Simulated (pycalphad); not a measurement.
Computed with pycalphad from the COST 507 light-alloy database (1999), at 1 atm. The database dates from 1999; later assessments differ in places, in temperatures and in the compounds included. Kinetics are ignored, which matters at the lower temperatures.

Q: How does the equilibrium phase assembly of Ti-23.82Hf-1.92B (at.%) change on cooling from 2577 °C to 227 °C?

A: 
```
T (°C)       phases above       phases below
------  -----------------  -----------------
1637.3             liquid       bcc + liquid
1558.1       bcc + liquid  bcc + BM + liquid
1557.7  bcc + BM + liquid           bcc + BM
793.4            bcc + BM     bcc + BM + hcp
792.7      bcc + BM + hcp           BM + hcp
```
Changes were sought between steps of 50 K, so a narrower field can be missed.

Database names, with the compositions (at.%) that they take in these runs: BM: Ti 46-50 B 50 Hf 0-4.
